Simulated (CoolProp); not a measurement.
Carbon dioxide at 424.85 K and 0.832 MPa is throttled through a valve to 0.329 MPa with no heat exchange. Each further row changes one setting.

Values from CoolProp's reference Helmholtz-energy equation of state, Span 1996.

```csv
case,temperature change (K),final density (kg/m³)
as stated,-2.3,4.14
outlet pressure 0.0987 MPa,-3.4,1.24
outlet pressure 0.428 MPa,-1.9,5.39
```
